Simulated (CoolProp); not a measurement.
Vapour-liquid equilibrium of R114 (1) + benzene (2) at 348.3 K; x and y are mole fractions of (1).

Values from CoolProp's multi-fluid Helmholtz-energy mixture model, Platzer 1990 and Thol 2012; pair parameters Bell 2016. This equation is an older, rougher fit; its heat capacities, sound speeds and derivatives of the liquid may be far off and weren't checked against measurements.

| x | bubble pressure (kPa) | y at the bubble point | dew pressure at overall composition x (kPa) | liquid density (mol/L) |
|---|---|---|---|---|
| 0.05 | 176.8 | 0.518 | 91.39 | 10.33 |
| 0.15 | 311.8 | 0.739 | 102.0 | 10.01 |
| 0.25 | 405.7 | 0.809 | 115.3 | 9.701 |
| 0.35 | 475.0 | 0.846 | 132.5 | 9.394 |
| 0.45 | 530.7 | 0.871 | 155.8 | 9.091 |
| 0.55 | 580.4 | 0.891 | 188.7 | 8.792 |
| 0.65 | 629.0 | 0.911 | 238.9 | 8.496 |
| 0.75 | 680.2 | 0.932 | 323.6 | 8.205 |
| 0.85 | 736.3 | 0.956 | 483.4 | 7.918 |
| 0.95 | 799.4 | 0.984 | 722.9 | 7.636 |

No azeotrope shows between x = 0.05 and 0.95.

Pair parameters are fitted to limited data, so mixtures are less certain than the pure fluids. With so large a gap from Raoult's law the liquid may split in two, which this calculation doesn't test in full.
